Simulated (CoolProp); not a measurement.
Saturation properties of cis-2-butene (Tc = 162.6 °C, pc = 4.236 MPa, ω = 0.202).

Model: reference Helmholtz-energy equation of state, Lemmon 2005, in CoolProp. It is a short technical equation, of lower accuracy than the large ones.

| T (°C) | p (MPa) | liquid density (kg/m³) | enthalpy of vaporisation (kJ/kg) | liquid cp (kJ/(kg K)) | vapour Z | surface tension (mN/m) |
|---|---|---|---|---|---|---|
| -27.15 | 0.02621 | 673.9 | 442.9 | 2.063 | 0.9838 | 21.0 |
| -21.25 | 0.03497 | 667.6 | 437.6 | 2.079 | 0.9802 | 20.1 |
| -15.35 | 0.04595 | 661.2 | 432.2 | 2.096 | 0.9761 | 19.3 |
| -9.35 | 0.05978 | 654.6 | 426.7 | 2.114 | 0.9714 | 18.5 |
| -3.45 | 0.07641 | 648.1 | 421.1 | 2.134 | 0.9663 | 17.7 |
| 2.45 | 0.09649 | 641.5 | 415.4 | 2.154 | 0.9605 | 17.0 |
| 8.35 | 0.1205 | 634.8 | 409.7 | 2.176 | 0.9541 | 16.2 |
| 14.25 | 0.1489 | 628.1 | 403.7 | 2.199 | 0.9471 | 15.4 |
| 20.15 | 0.1822 | 621.2 | 397.7 | 2.224 | 0.9394 | 14.7 |
| 26.05 | 0.2210 | 614.2 | 391.5 | 2.250 | 0.9311 | 13.9 |
| 32.05 | 0.2666 | 606.9 | 384.9 | 2.278 | 0.9218 | 13.1 |
| 37.95 | 0.3181 | 599.7 | 378.3 | 2.307 | 0.9120 | 12.4 |
| 43.85 | 0.3767 | 592.3 | 371.5 | 2.338 | 0.9014 | 11.7 |
| 49.75 | 0.4432 | 584.7 | 364.5 | 2.371 | 0.8900 | 11.0 |

It boils at 3.7 °C under 1 atm.

Surface tension comes from a separate correlation (Mulero 2014).
